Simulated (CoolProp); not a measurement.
Tetrahydrofuran at 428.88 K and 0.166 MPa is throttled through a valve to 0.0735 MPa with no heat exchange. Each further row changes one setting.

Model: reference Helmholtz-energy equation of state, Fiedler 2023, in CoolProp.

```json
[
 {"case": "as stated", "temperature change (K)": "-1.2", "final density (kg/m³)": "1.51"},
 {"case": "outlet pressure 0.022 MPa", "temperature change (K)": "-1.9", "final density (kg/m³)": "0.448"},
 {"case": "outlet pressure 0.0955 MPa", "temperature change (K)": "-0.9", "final density (kg/m³)": "1.96"}
]
```
